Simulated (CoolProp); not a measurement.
Properties of propylene along the isobar 899 kPa (Tc = 364.2 K, pc = 4555 kPa, ω = 0.146).

Model: reference Helmholtz-energy equation of state, Lemmon 2013, in CoolProp.

```csv
T (K),phase,cv (kJ/(kg K)),speed of sound (m/s),fugacity coefficient
169.6,liquid,1.338,1551,0.003420
192.4,liquid,1.335,1406,0.01899
215.3,liquid,1.353,1259,0.06947
238.2,liquid,1.390,1110,0.1889
261.1,liquid,1.440,958.5,0.4144
283.9,liquid,1.502,803.1,0.7718
306.8,gas,1.443,237.0,0.8852
329.7,gas,1.502,250.9,0.9085
352.6,gas,1.571,263.1,0.9259
375.4,gas,1.647,274.0,0.9391
398.3,gas,1.725,284.1,0.9495
421.2,gas,1.804,293.6,0.9578
```
